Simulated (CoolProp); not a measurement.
n-perfluoropentane along the isotherm -19.65 °C: density (kg/m³) from the reference equation and from simpler models built on Tc = 147.9 °C, pc = 2.063 MPa, ω = 0.436; each cubic takes its own stable root.

The numbers come from the reference Helmholtz-energy equation of state, Gao 2022 in CoolProp.

```
p (MPa)   phase  reference
-------  ------  ---------
0.00979     gas      1.350
0.0174   liquid       1743
0.0309   liquid       1743
0.055    liquid       1743
0.0979   liquid       1743
0.174    liquid       1743
0.309    liquid       1744
0.55     liquid       1745
0.979    liquid       1746
1.74     liquid       1749
3.09     liquid       1753
```

Question: How far does each simpler model (van der Waals, Redlich-Kwong, Soave-Redlich-Kwong, Peng-Robinson) lie from the reference over these 11 states: mean and median of the absolute difference, and the worst?

Answer: 
- van der Waals: mean 63.1 %, median 40.0 %, worst -99.9 % at -19.65 °C and 0.0174 MPa
- Redlich-Kwong: mean 26.5 %, median 11.7 %, worst -99.9 % at -19.65 °C and 0.0174 MPa
- Soave-Redlich-Kwong: mean 6.1 %, median 6.8 %, worst -6.8 % at -19.65 °C and 0.0174 MPa
- Peng-Robinson: mean 4.6 %, median 5.0 %, worst +5.2 % at -19.65 °C and 3.09 MPa

At some of these states van der Waals, Redlich-Kwong gives the other phase, because its saturation line lies elsewhere.
